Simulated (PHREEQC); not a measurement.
Dissolve 0.1 mol HF, 0.00019 mol NH4HF2 and 0.000415 mol HCl per kg of water at 20 °C. Closed to the air; pH follows from the charge balance.

The numbers come from PHREEQC with the ion-association model, phreeqc.dat.

No solid was allowed to form.

What pH, ionic strength does the model give?

pH 2.03; ionic strength 0.0105 mol/kgw.

In which forms is F present?

HF 88 %, F- 7.6 %, HF2- 4.9 % of the F.

Species that the database lacks are ignored.
